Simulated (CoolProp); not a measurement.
Computed with CoolProp (reference Helmholtz-energy equation of state, Akasaka 2020).

Q: For R1123, give the phase and the Z, cp (kJ/(kg K)), cv (kJ/(kg K)), Joule-Thomson coefficient (K/MPa) at 415.5 K and 5.49 MPa.

A: 
- 415.5 K and 5.49 MPa: supercritical; Z 0.803, cp 1.25, cv 0.952, Joule-Thomson coefficient 5.58
